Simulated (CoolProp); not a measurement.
Vapour pressure (bar) of nitrogen: the reference equation beside estimates from Tc = 126.2 K, pc = 33.96 bar, ω = 0.037.

Values from CoolProp's reference Helmholtz-energy equation of state, Span 2000.

| T (K) | reference | Lee-Kesler | Redlich-Kwong | Peng-Robinson |
|---|---|---|---|---|
| 69.4 | 0.3527 | 0.3494 | 0.2618 | 0.3619 |
| 73.6 | 0.6351 | 0.6304 | 0.5131 | 0.6462 |
| 77.7 | 1.055 | 1.050 | 0.9078 | 1.067 |
| 81.9 | 1.677 | 1.673 | 1.515 | 1.690 |
| 86 | 2.517 | 2.516 | 2.359 | 2.530 |
| 90.2 | 3.667 | 3.669 | 3.533 | 3.679 |
| 94.3 | 5.121 | 5.125 | 5.036 | 5.135 |
| 98.5 | 7.003 | 7.007 | 6.992 | 7.023 |
| 102.6 | 9.279 | 9.277 | 9.359 | 9.310 |
| 106.8 | 12.12 | 12.10 | 12.30 | 12.17 |

Absolute difference from the reference over all 10 rows, mean and median: Lee-Kesler 0.3 and 0.1 %, Redlich-Kwong 8.3 and 5.0 %, Peng-Robinson 0.8 and 0.5 %.
